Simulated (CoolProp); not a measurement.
Vapour-liquid equilibrium of R143a (1) + dimethyl ether (2) at 1.02 bar; x and y are mole fractions of (1).

Model: multi-fluid Helmholtz-energy mixture model, Lemmon and Jacobsen 2000 and Wu 2011; pair parameters Bell 2016, in CoolProp.

| x | bubble temperature, mixture model (K) | bubble temperature, Raoult's law (K) | y, mixture model | y, Raoult's law |
|---|---|---|---|---|
| 0.05 | 246.3 | 246.7 | 0.135 | 0.121 |
| 0.2 | 240.9 | 242.0 | ? | 0.402 |
| 0.35 | 236.8 | 238.0 | ? | 0.597 |
| 0.5 | 233.6 | 234.6 | ? | 0.738 |
| 0.65 | 231.0 | 231.7 | 0.828 | 0.842 |
| 0.8 | ? | 229.1 | ? | 0.921 |
| 0.95 | 226.7 | 226.8 | 0.978 | 0.983 |

### Question
Complete the blanks.

### Answer

- 0.2, y, mixture model: 0.420
- 0.35, y, mixture model: 0.602
- 0.5, y, mixture model: 0.730
- 0.8, bubble temperature, mixture model (K): 228.7
- 0.8, y, mixture model: 0.908

The largest gap from Raoult's law is -1.2 K in bubble temperature, at x = 0.35. No azeotrope shows between x = 0.05 and 0.95.

Pair parameters are fitted to limited data, so mixtures are less certain than the pure fluids.
